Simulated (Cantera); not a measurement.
Feed: 1 mol Si3N4, a varied amount of CO2, 62 mol N2, at 1875 °C and 8.60 mbar.

Cantera equilibrium calculation (NASA polynomials, part measured and part estimated; ideal gas, pure solids and liquids). Candidate condensed phases: C, Si, SiC, SiO2, Si2N2O, Si3N4; 34 gas species. Mutual solubility and eutectic melting of coexisting phases are not modelled. The tables hold silica as quartz up to 1696 K and as liquid above; real silica turns to tridymite and cristobalite and melts near 1996 K. Kinetics and transport are ignored.

### Question
Which condensed phases are stable at each of these points (n(CO2) (mol)): 0.5, 0.68, 0.92, 1.3, 1.7, 2.3, 3.2, 4.3?

### Answer
```tsv
n(CO2) (mol)	condensed phases	Si condensed (%)
0.5	Si(l) + SiC(s)	11.9
0.68	Si(l) + SiC(s)	4.2
0.92	SiC(s)	1.6
1.3	gas only	0.0
1.7	gas only	0.0
2.3	gas only	0.0
3.2	gas only	0.0
4.3	SiO2(l)	3.0
```

From 0.5 mol CO2 to 0.68 mol CO2 the condensed part is Si(l) + SiC(s). At 0.92 mol CO2 the condensed part is SiC(s). From 1.3 mol CO2 to 3.2 mol CO2 nothing is condensed. At 4.3 mol CO2 the condensed part is SiO2(l).
